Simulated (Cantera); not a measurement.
A perfectly stirred reactor is fed with H2 : O2 = 0.24 : 1 (molar parts), at 20.0 Torr; it is held at 1225 K, and followed from long to short residence time.

Model: GRI-Mech 3.0 (53 species, 325 reactions), integrated in Cantera. Radical loss at walls, strong at low pressure, is not modelled. The temperature is held fixed by assumption; the heat of reaction is taken as removed at once.

Question: What does this change do: H2 0.24 to 0.17 parts?

Answer: 
| quantity | before | after |
|---|---|---|
| x(H2) at τ = 1.40 s | 0.000290 | 0.000220 |
| x(O2) at τ = 1.40 s | 0.784 | 0.842 |
| x(H2O2) at τ = 1.40 s | 3.21e-7 | 2.38e-7 |
| x(OH) at τ = 1.40 s | 0.00140 | 0.00123 |
| x(H2O) at τ = 1.40 s | 0.213 | 0.156 |
| x(H2) at τ = 75.0 ms | 0.00181 | 0.00135 |
| x(O2) at τ = 75.0 ms | 0.777 | 0.835 |
| x(H2O2) at τ = 75.0 ms | 6.51e-7 | 4.72e-7 |
| x(OH) at τ = 75.0 ms | 0.00373 | 0.00327 |
| x(H2O) at τ = 75.0 ms | 0.208 | 0.152 |

Question: What does this change do: pressure from 20.0 Torr to 1.65 Torr?

Answer: 
```csv
quantity,before,after
x(H2) at τ = 1.40 s,0.000290,0.00354
x(O2) at τ = 1.40 s,0.784,0.756
x(H2O2) at τ = 1.40 s,3.21e-7,6.32e-8
x(OH) at τ = 1.40 s,0.00140,0.00674
x(H2O) at τ = 1.40 s,0.213,0.196
x(H2) at τ = 75.0 ms,0.00181,0.00990
x(O2) at τ = 75.0 ms,0.777,0.703
x(H2O2) at τ = 75.0 ms,6.51e-7,4.97e-8
x(OH) at τ = 75.0 ms,0.00373,0.0104
x(H2O) at τ = 75.0 ms,0.208,0.154
```

Question: What does this change do: H2 0.24 to 0.11 parts?

Answer: 
```
quantity                  before     after
----------------------  --------  --------
x(H2) at τ = 1.40 s     0.000290  0.000156
x(O2) at τ = 1.40 s        0.784     0.894
x(H2O2) at τ = 1.40 s    3.21e-7   1.63e-7
x(OH) at τ = 1.40 s      0.00140   0.00103
x(H2O) at τ = 1.40 s       0.213     0.103
x(H2) at τ = 75.0 ms     0.00181  0.000926
x(O2) at τ = 75.0 ms       0.777     0.887
x(H2O2) at τ = 75.0 ms   6.51e-7   3.15e-7
x(OH) at τ = 75.0 ms     0.00373   0.00271
x(H2O) at τ = 75.0 ms      0.208     0.101
```
